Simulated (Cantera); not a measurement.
An adiabatic, constant-volume homogeneous reactor starts with CH4 : C2H6 : O2 : N2 = 1 : 0.066 : 0.93 : 3.5 (molar parts), equivalence ratio 2.4, at 1575 K and 9.08 atm.

Cantera simulation using GRI-Mech 3.0 (53 species, 325 reactions); the numbers are that mechanism's predictions, not measurements.

**Question.** Predict: time of steepest temperature rise; temperature at 0.200 s; equilibrium temperature; x(CH4) at 0.200 s; x(O2) at 0.200 s; x(OH) at 0.200 s; x(CO2) at 0.200 s; x(H2O) at 0.200 s.

**Answer.** 
```
Property                                                              Result
---------------------------------  -----------------------------------------
time of steepest temperature rise                                    53.3 µs
temperature at 0.200 s                                                2699 K
equilibrium temperature                                               2699 K
x(CH4) at 0.200 s                    1.04e-8 (gas-phase equilibrium 1.17e-8)
x(O2) at 0.200 s                     2.01e-6 (gas-phase equilibrium 2.01e-6)
x(OH) at 0.200 s                   0.000665 (gas-phase equilibrium 0.000665)
x(CO2) at 0.200 s                    0.00995 (gas-phase equilibrium 0.00995)
x(H2O) at 0.200 s                      0.0955 (gas-phase equilibrium 0.0955)
```
